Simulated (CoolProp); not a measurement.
A Linde-Hampson liquefier for carbon monoxide: isothermal reversible compression at 290 K from 1 atm to 5 MPa, throttling to 1 atm, return gas leaving the recuperator 10 K below the feed. Each further row changes one setting.

Model: reference Helmholtz-energy equation of state, Lemmon 2006, in CoolProp. It is a short technical equation, of lower accuracy than the large ones.

| case | liquid yield per pass | compression work (kJ/kg of gas) |
|---|---|---|
| as stated | ___ | 334 |
| high pressure 10 MPa | ___ | 393 |
| warm-end temperature 320 K | 0.000 | ___ |
| warm-end gap 15 K | ___ | 334 |

Problem. Some entries are withheld; supply them.

Solution. 
- as stated, liquid yield per pass: 0.006
- high pressure 10 MPa, liquid yield per pass: 0.033
- warm-end temperature 320 K, compression work (kJ/kg of gas): 370
- warm-end gap 15 K, liquid yield per pass: no liquid
